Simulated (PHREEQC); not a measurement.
## Leach liquor: speciation

Consider water at 25 °C with 1.7 mmol/kgw HCl, 8.47 mmol/kgw Al2(SO4)3 and 180 mmol/kgw MnSO4. Closed to the air; pH follows from the charge balance.

Equilibrium calculation in PHREEQC: ion-association model, wateq4f.dat.

No solid was allowed to form.

### Question
Predict the pH.

### Answer
pH 3.41.

### Question
In which forms is Al present?

### Answer
AlSO4+ 56 %, Al(SO4)2- 38 %, Al+3 5.7 % of the Al.
